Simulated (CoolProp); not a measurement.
Vapour-liquid equilibrium of isopentane (1) + R365MFC (2) at 1.59 MPa; x and y are mole fractions of (1).

Values from CoolProp's multi-fluid Helmholtz-energy mixture model, Lemmon 2006 and Lemmon 2016; pair parameters Bell 2016.

| x | bubble temperature, mixture model (°C) | bubble temperature, Raoult's law (°C) | y, mixture model | y, Raoult's law |
|---|---|---|---|---|
| 0.05 | 143.3 | 146.4 | 0.086 | 0.055 |
| 0.125 | (withheld) | 146.0 | 0.196 | 0.137 |
| 0.2 | (withheld) | 145.5 | 0.286 | 0.218 |
| 0.275 | 133.5 | 145.1 | 0.361 | 0.297 |
| 0.35 | 131.7 | 144.6 | 0.424 | 0.375 |
| 0.425 | 130.5 | 144.2 | 0.480 | 0.452 |
| 0.5 | 129.8 | 143.7 | 0.531 | 0.528 |
| 0.575 | (withheld) | 143.3 | 0.579 | 0.602 |
| 0.65 | 129.7 | 142.8 | 0.629 | 0.675 |
| 0.725 | 130.3 | 142.4 | (withheld) | 0.747 |
| 0.8 | (withheld) | 141.9 | 0.744 | 0.818 |
| 0.875 | 133.8 | 141.4 | 0.819 | 0.887 |
| 0.95 | 137.3 | 141.0 | 0.917 | 0.955 |

**Question.** Some entries are withheld; supply them.

**Answer.** 
- 0.125, bubble temperature, mixture model (°C): 139.1
- 0.2, bubble temperature, mixture model (°C): 135.9
- 0.575, bubble temperature, mixture model (°C): 129.5
- 0.725, y, mixture model: 0.682
- 0.8, bubble temperature, mixture model (°C): 131.6

The largest gap from Raoult's law is -13.9 K in bubble temperature, at x = 0.5. y crosses x between x = 0.575 and 0.65: the model has an azeotrope there.

The pair parameters rest on a limited set of measurements; away from them the model extrapolates.
